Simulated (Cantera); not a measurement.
A perfectly stirred reactor is fed with 46.7 % N₂O, 1.96 % H₂, 51.4 % N₂, at 0.490 bar; it is held at 1400 K, and followed from long to short residence time.

Detailed kinetics in Cantera: GRI-Mech 3.0 (53 species, 325 reactions). GRI-Mech 3.0 was tuned for natural gas; its chemistry of N2O as a main component is partial and can be far from experiment. The temperature is held fixed by assumption; the heat of reaction is taken as removed at once.

x: mole fraction; the columns are a selection and need not sum to one.

```
τ (s)    x N₂O      x H₂      x OH   x H₂O₂     x O₂
------  ------  --------  --------  -------  -------
2.8     0.0218   6.62e-6   5.90e-5  6.90e-9    0.156
1.2        [?]       [?]       [?]      [?]    0.144
0.49    0.0871   2.78e-5   7.84e-5  1.13e-8    0.126
0.21     0.154   5.92e-5   8.73e-5  1.36e-8    0.101
0.087    0.245  0.000134   9.61e-5  1.64e-8   0.0688
0.037    0.328  0.000296  0.000105  2.01e-8   0.0401
0.015    0.390  0.000666  0.000116  2.71e-8   0.0194
0.0065   0.421       [?]       [?]      [?]      [?]
0.0027   0.438   0.00278  0.000143  5.99e-8  0.00384
0.0012   0.447   0.00515  0.000151  7.36e-8  0.00162
```

Task: What belongs in the gaps?

Result: 
- 1.2, x N₂O: 0.0438
- 1.2, x H₂: 1.31e-5
- 1.2, x OH: 6.85e-5
- 1.2, x H₂O₂: 8.92e-9
- 0.0065, x H₂: 0.00137
- 0.0065, x OH: 0.000129
- 0.0065, x H₂O₂: 3.98e-8
- 0.0065, x O₂: 0.00908
